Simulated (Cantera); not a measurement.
Mixture: H2 : O2 : N2 : NO = 1 : 0.562 : 2.11 : 0.015 (molar parts), at 3750 Torr, adiabatic and at constant volume. Ignition delay is the time to a rise of 400 K.

Model: GRI-Mech 3.0 (53 species, 325 reactions), integrated in Cantera. The hydrogen kinetics of GRI-Mech 3.0 are dated; newer H2 mechanisms differ, most at raised pressure. The mechanism lacks 2 NO + O2 → 2 NO2 and HONO, so NO2 and the effect of NO are under-described below about 1400 K. Below about 950 K walls govern HO2 and H2O2 in real vessels.

**Question.** What does this change do: constant pressure in place of constant volume?

**Answer.** 
| quantity | before | after |
|---|---|---|
| delay at 925 K | 0.241 ms | 0.264 ms |
| delay at 1075 K | 39.7 µs | 41.5 µs |
| delay at 1225 K | 9.85 µs | 10.3 µs |
| delay at 1375 K | 4.25 µs | 4.47 µs |
| apparent activation energy between 1300 and 1450 K | 69 kJ/mol | 68 kJ/mol |

**Question.** What does this change do: NO 0.015 to 0.0064 parts?

**Answer.** 
```
quantity                                               before      after
--------------------------------------------------  ---------  ---------
delay at 925 K                                       0.241 ms   0.503 ms
delay at 1075 K                                       39.7 µs    59.5 µs
delay at 1225 K                                       9.85 µs    10.5 µs
delay at 1375 K                                       4.25 µs    4.29 µs
apparent activation energy between 1300 and 1450 K  69 kJ/mol  71 kJ/mol
```
